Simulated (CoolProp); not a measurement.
Vapour-liquid equilibrium of R113 (1) + n-heptane (2) at 4.75 bar; x and y are mole fractions of (1).

Model: multi-fluid Helmholtz-energy mixture model, Marx 1992 and Span 2003; pair parameters Bell 2016, in CoolProp.

```tsv
x	bubble temperature, mixture model (K)	bubble temperature, Raoult's law (K)	y, mixture model	y, Raoult's law
0.05	429.1	429.5	0.135	0.144
0.2	415.0	416.6	0.439	0.456
0.35	404.0	406.2	0.631	0.653
0.5	395.5	397.5	0.758	0.784
0.65	388.8	390.2	0.848	0.875
0.8	383.2	383.9	0.918	0.939
0.95	378.3	378.4	0.980	0.987
```

The largest gap from Raoult's law is -2.2 K in bubble temperature, at x = 0.35. No azeotrope shows between x = 0.05 and 0.95.

Pair parameters are fitted to limited data, so mixtures are less certain than the pure fluids.
